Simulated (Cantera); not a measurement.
What does this Cantera script print?

```python
import numpy as np
import cantera as ct

gas_names = """
    CL CL2 N N2 Si SiCL SiCL2 SiCL3 SiCL4 SiN Si2 Si2N Si3
""".split()
cond_names = """
    Si(cr) Si(L) Si3N4(a)
""".split()


# ... load() reads the species with a 1 bar reference pressure and builds the phases ...
atoms = {
    'SiCl4': {'Si': 1, 'CL': 4},
    'N2': {'N': 2},
}
top_T = {'Si3N4(a)': 2400}  # K; cautious upper limits of use, not melting points


# ... equilibrate(T, P, feed) seeds the gas with the atoms and calls Mixture.equilibrate('TP', solver="vcs", rtol=1e-11, max_steps=5000) ...
results = []
feed = {'SiCl4': 1, 'N2': 5}  # mol
T = 1300  # K
P = 133.322  # Pa
mix = equilibrate(T, P, feed)
results.append((T, P, feed, dict(zip(mix.species_names, mix.species_moles))))
print(gas.report(threshold=1e-06))
for i in range(1, mix.n_phases):
    print(f"{mix.phase(i).name:16s} {mix.phase_moles(i):12.5e} mol")
```

It prints:

```
       temperature   1300 K
          pressure   133.32 Pa
           density   0.00063631 kg/m^3
  mean mol. weight   51.588 kg/kmol
   phase of matter   gas

                          1 kg             1 kmol
                     ---------------   ---------------
          enthalpy       -1.2864e+06        -6.636e+07  J
   internal energy       -1.4959e+06       -7.7169e+07  J
           entropy            6518.1        3.3626e+05  J/K
    Gibbs function       -9.7599e+06       -5.0349e+08  J
 heat capacity c_p            893.57             46097  J/K
 heat capacity c_v             732.4             37783  J/K

                      mass frac. Y      mole frac. X     chem. pot. / RT
                     ---------------   ---------------   ---------------
                CL        0.00094031         0.0013684           -23.756
               CL2        2.2296e-05        1.6223e-05           -47.512
                N2            0.4519           0.83218           -32.387
             SiCL2        0.00011345        5.9126e-05            -70.43
             SiCL3         0.0033423         0.0012826           -94.186
             SiCL4           0.54368           0.16509           -117.94
     [   +7 minor]         3.146e-12        2.5578e-12

Si(cr)            0.00000e+00 mol
Si3N4(a)          0.00000e+00 mol
```

Cantera equilibrium calculation (NASA polynomials, part measured and part estimated; ideal gas, pure solids and liquids). The tables' values for SiCl3 are old estimates; treat these amounts as uncertain.
